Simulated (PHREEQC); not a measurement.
Solution (25 °C): 3.2 mmol/kgw AgF, 0.26 mmol/kgw HBF4 and 110 mmol/kgw Zn(NO3)2. Closed to the air; pH follows from the charge balance.

The numbers come from PHREEQC with the ion-association model, wateq4f.dat.

```yaml
pH: 3.57
ionic_strength: 0.331 mol/kgw
activity_of_water: 0.994
total_alkalinity: -1.04 meq/kg
```

```csv
species,molality,activity,log γ
NO3-,0.220,0.143,-0.187
Zn+2,0.109,0.0307,-0.550
Ag+,0.00304,0.00222,-0.136
F-,0.00251,0.00167,-0.177
ZnF+,0.000991,0.000725,-0.136
HF,0.000626,0.000675,0.033
H+,0.000346,0.000269,-0.109
H3BO3,0.000229,0.000247,0.033
```

No solid was allowed to form. Real BF4- forms and hydrolyses slowly; the run takes it at equilibrium.
